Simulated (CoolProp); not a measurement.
The numbers come from the reference Helmholtz-energy equation of state, Lemmon 2006 in CoolProp. It is a short technical equation, of lower accuracy than the large ones.

Task: Give the vapour pressure (MPa), vapour density (kg/m³), enthalpy of vaporisation (kJ/kg) of saturated hydrogen sulfide at 246.2 K.

Result: 
| T (K) | p (MPa) | vapour density (kg/m³) | enthalpy of vaporisation (kJ/kg) |
|---|---|---|---|
| 246.2 | 0.427 | 7.58 | 504 |
